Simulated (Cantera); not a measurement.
Feed: 1 mol Fe(CO)5, 0.78 mol O2, 89 mol H2, held at 750 °C and 100000 Pa.

Cantera equilibrium calculation (NASA polynomials, part measured and part estimated; ideal gas, pure solids and liquids). Rates play no part.

| species | before | after |
|---|---|---|
| H2 | 0.912 | 0.929 |
| CO | 0.0361 | 0.0510 |
| H2O | 0.0327 | 0.0175 |
| CH4 | 0.0172 | 0.00161 |
| CO2 | 0.00169 | 0.000755 |
| Fe(α), mol | 1.00 | 1.00 |
Gas species are given as mole fractions.

**Question.** What was changed between the two runs?
A) pressure from 100000 Pa to 67000 Pa
B) temperature from 750 °C to 1350 °C
C) O2 from 0.78 to 0.025 mol
D) temperature from 750 °C to 900 °C

**Answer.** D, temperature from 750 °C to 900 °C
